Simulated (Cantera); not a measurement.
A perfectly stirred reactor is fed with C2H6 : N2 = 1 : 91 (molar parts), at 0.000200 bar; it is held at 1800 K, and followed from long to short residence time.

Cantera simulation using GRI-Mech 3.0 (53 species, 325 reactions); the numbers are that mechanism's predictions, not measurements. GRI-Mech 3.0 stops at C3 and has no aromatics, soot or wall deposition, so with more carbon than oxygen in the feed, carbon stays in small species such as C2H2 where larger ones or solid carbon would form. Radical loss at walls, strong at low pressure, is not modelled.

Q: What does this change do: C2H6 1 to 0.21 parts?

A: 
| quantity | before | after |
|---|---|---|
| x(C2H6) at τ = 21.0 s | 6.89e-6 | 1.76e-6 |
| x(H) at τ = 21.0 s | 0.000581 | 0.000196 |
| x(H2) at τ = 21.0 s | 0.0196 | 0.00407 |
| x(CH2) at τ = 21.0 s | 8.12e-6 | 3.90e-6 |
| x(CH4) at τ = 21.0 s | 0.000612 | 0.000153 |
| x(C2H6) at τ = 81.0 ms | 0.00133 | 0.000355 |
| x(H) at τ = 81.0 ms | 0.00103 | 0.000383 |
| x(H2) at τ = 81.0 ms | 0.00781 | 0.000913 |
| x(CH2) at τ = 81.0 ms | 5.58e-5 | 1.90e-5 |
| x(CH4) at τ = 81.0 ms | 0.00114 | 9.24e-5 |

Q: What does this change do: 3.9 parts H2O added?

A: 
```csv
quantity,before,after
x(C2H6) at τ = 21.0 s,6.89e-6,5.94e-6
x(H) at τ = 21.0 s,0.000581,0.000519
x(H2) at τ = 21.0 s,0.0196,0.0285
x(CH2) at τ = 21.0 s,8.12e-6,6.30e-6
x(CH4) at τ = 21.0 s,0.000612,0.00110
x(C2H6) at τ = 81.0 ms,0.00133,0.00114
x(H) at τ = 81.0 ms,0.00103,0.000971
x(H2) at τ = 81.0 ms,0.00781,0.00855
x(CH2) at τ = 81.0 ms,5.58e-5,6.57e-5
x(CH4) at τ = 81.0 ms,0.00114,0.00137
```
